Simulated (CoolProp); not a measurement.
A simple Rankine cycle with R227EA: condensing at 313.15 K, boiler at 1.97 MPa, turbine inlet 370.8 K, turbine efficiency 0.9, pump efficiency 0.8, no recuperator. Each further row changes one setting.

Computed with CoolProp (reference Helmholtz-energy equation of state, Lemmon 2016).

```tsv
case	thermal efficiency (%)	net work (kJ/kg)	heat in (kJ/kg)	turbine exit temperature (K)	volume ratio over the turbine
as stated	8.2	11.6	141	341.3	3.25
turbine inlet 390.8 K	8.0	13.2	164	363.7	3.06
condensing temperature 305.15 K	…	14.4	150	336.2	4.11
boiler pressure 1.38 MPa	5.7	…	149	353.8	2.07
turbine efficiency 0.8	…	10.1	141	…	3.27
```

Problem. Complete the blanks.

Solution. 
- condensing temperature 305.15 K, thermal efficiency (%): 9.6
- boiler pressure 1.38 MPa, net work (kJ/kg): 8.50
- turbine efficiency 0.8, thermal efficiency (%): 7.2
- turbine efficiency 0.8, turbine exit temperature (K): 342.8
